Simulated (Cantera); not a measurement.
Input: 1 mol Si, 0.92 mol Cl2, 14 mol H2, equilibrated at 0.133 bar.

Cantera equilibrium calculation (NASA polynomials, part measured and part estimated; ideal gas, pure solids and liquids). Candidate condensed phases: Si; 19 gas species. Kinetics and transport are ignored.

Over these rows the condensed part is Si(s). Partial pressures as log10 of bar:

```json
[
 {"T (K)": "998", "1000/T (1/K)": "1.0020", "log p SiCl2": "-4.41", "log p H2": "-0.89", "log p HCl": "-2.77", "log p SiCl4": "-2.57"},
 {"T (K)": "1048", "1000/T (1/K)": "0.9542", "log p SiCl2": "?", "log p H2": "-0.90", "log p HCl": "-2.60", "log p SiCl4": "-2.61"},
 {"T (K)": "1098", "1000/T (1/K)": "0.9107", "log p SiCl2": "-3.70", "log p H2": "-0.90", "log p HCl": "-2.45", "log p SiCl4": "-2.66"},
 {"T (K)": "1148", "1000/T (1/K)": "0.8711", "log p SiCl2": "-3.41", "log p H2": "-0.90", "log p HCl": "-2.33", "log p SiCl4": "-2.73"},
 {"T (K)": "1198", "1000/T (1/K)": "0.8347", "log p SiCl2": "-3.17", "log p H2": "-0.91", "log p HCl": "-2.22", "log p SiCl4": "-2.84"},
 {"T (K)": "1248", "1000/T (1/K)": "0.8013", "log p SiCl2": "-2.97", "log p H2": "-0.91", "log p HCl": "-2.14", "log p SiCl4": "-2.98"}
]
```

Q: Fit log p(SiCl2) = a + b·(1000/T) to the five rows, give the apparent enthalpy, and predict the row at 1048 K.

A: Means: 1000/T = 0.8840, log p = -3.532. Sxy = -0.173987, Sxx = 0.0240731, so b = -7.23 and a = -3.532 − (-7.23)×0.8840 = 2.86.
Apparent enthalpy: −19.145 × (-7.23) = 138 kJ/mol. With the condensed phases at unit activity, 1/2 Si(s) + 1/2 SiCl4(g) = SiCl2(g) links this pressure to the main gases: over the six rows their terms move log p by -0.21 in all, so the slope isn't that reaction's ΔH° alone. The five rows lie within 0.04 of the line.
Prediction at 1048 K: 2.86 + (-7.23)×0.9542 = -4.04. The computed value is -4.03, 0.01 from the line.
